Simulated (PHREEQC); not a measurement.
Alkaline etch or developer (model solution)

Solution (20 °C): 0.0015 mol LiOH and 8.5e-05 mol (CH3)4NCl per kg of water. Closed to the air; pH follows from the charge balance.

Computed with PHREEQC (ion-association model, wateq4f.dat).

This is a speciation only: nothing precipitates in the calculation.

What pH does the model give?

pH 11.32.

(CH3)4N+ isn't in the database: it is added as a free cation with an ion size of 4 Å.
